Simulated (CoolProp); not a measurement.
Vapour-liquid equilibrium of cyclohexane (1) + dimethyl carbonate (2) at 228 kPa; x and y are mole fractions of (1).

Computed with CoolProp (multi-fluid Helmholtz-energy mixture model, Zhou 2014 and Zhou 2011; pair parameters Bell 2016).

```json
[
 {"x": "0.05", "bubble temperature, mixture model (°C)": "113.3", "bubble temperature, Raoult's law (°C)": "117.5", "y, mixture model": "0.153", "y, Raoult's law": "0.060"},
 {"x": "0.125", "bubble temperature, mixture model (°C)": "108.6", "bubble temperature, Raoult's law (°C)": "116.9", "y, mixture model": "0.302", "y, Raoult's law": "0.147"},
 {"x": "0.2", "bubble temperature, mixture model (°C)": "105.6", "bubble temperature, Raoult's law (°C)": "116.4", "y, mixture model": "0.394", "y, Raoult's law": "0.232"},
 {"x": "0.275", "bubble temperature, mixture model (°C)": "103.8", "bubble temperature, Raoult's law (°C)": "115.8", "y, mixture model": "?", "y, Raoult's law": "0.314"},
 {"x": "0.35", "bubble temperature, mixture model (°C)": "102.6", "bubble temperature, Raoult's law (°C)": "115.2", "y, mixture model": "0.499", "y, Raoult's law": "0.395"},
 {"x": "0.425", "bubble temperature, mixture model (°C)": "101.9", "bubble temperature, Raoult's law (°C)": "114.7", "y, mixture model": "?", "y, Raoult's law": "0.473"},
 {"x": "0.5", "bubble temperature, mixture model (°C)": "101.5", "bubble temperature, Raoult's law (°C)": "114.1", "y, mixture model": "0.562", "y, Raoult's law": "0.549"},
 {"x": "0.575", "bubble temperature, mixture model (°C)": "101.4", "bubble temperature, Raoult's law (°C)": "113.5", "y, mixture model": "0.589", "y, Raoult's law": "0.622"},
 {"x": "0.65", "bubble temperature, mixture model (°C)": "101.4", "bubble temperature, Raoult's law (°C)": "113.0", "y, mixture model": "0.619", "y, Raoult's law": "0.694"},
 {"x": "0.725", "bubble temperature, mixture model (°C)": "101.7", "bubble temperature, Raoult's law (°C)": "112.4", "y, mixture model": "0.654", "y, Raoult's law": "0.763"},
 {"x": "0.8", "bubble temperature, mixture model (°C)": "?", "bubble temperature, Raoult's law (°C)": "111.8", "y, mixture model": "?", "y, Raoult's law": "0.830"},
 {"x": "0.875", "bubble temperature, mixture model (°C)": "104.1", "bubble temperature, Raoult's law (°C)": "111.3", "y, mixture model": "0.770", "y, Raoult's law": "0.896"},
 {"x": "0.95", "bubble temperature, mixture model (°C)": "107.0", "bubble temperature, Raoult's law (°C)": "110.7", "y, mixture model": "?", "y, Raoult's law": "0.959"}
]
```

**Question.** Complete the blanks.

**Answer.** 
- 0.275, y, mixture model: 0.455
- 0.425, y, mixture model: 0.533
- 0.8, bubble temperature, mixture model (°C): 102.5
- 0.8, y, mixture model: 0.701
- 0.95, y, mixture model: 0.882

The largest gap from Raoult's law is -12.8 K in bubble temperature, at x = 0.425. y crosses x between x = 0.575 and 0.65: the model has an azeotrope there.

The pair parameters rest on a limited set of measurements; away from them the model extrapolates.
